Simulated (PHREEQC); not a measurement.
Solution (90 °C): 0.003 mol/kgw NH4HF2, 9.5e-05 mol/kgw H2SiF6, 0.029 mol/kgw H3AsO4 and 4.1e-05 mol/kgw H2SO4. Closed to the air; pH follows from the charge balance.

Computed with PHREEQC (ion-association model, wateq4f.dat).

- pH: 2.19
- ionic strength: 0.0102 mol/kgw
- total alkalinity: -32.6 meq/kg

```
species  molality  activity   log γ
-------  --------  --------  ------
H3AsO4     0.0190    0.0191   0.001
H2AsO4-   0.00996   0.00883  -0.052
H+        0.00722   0.00650  -0.045
HF        0.00634   0.00636   0.001
NH4+      0.00300   0.00266  -0.052
F-       0.000201  0.000178  -0.053
H4SiO4    9.49e-5   9.51e-5   0.001
HSO4-     2.89e-5   2.57e-5  -0.051
SO4-2     1.18e-5   7.42e-6  -0.202
H2F2      7.81e-6   7.83e-6   0.001
HF2-      5.28e-6   4.67e-6  -0.053
```

No solid was allowed to form. Away from 25 °C the constants follow the database's enthalpies or fits; those with neither stay at their 25 °C values. SiF6-2 is the database's only silicon fluoride.
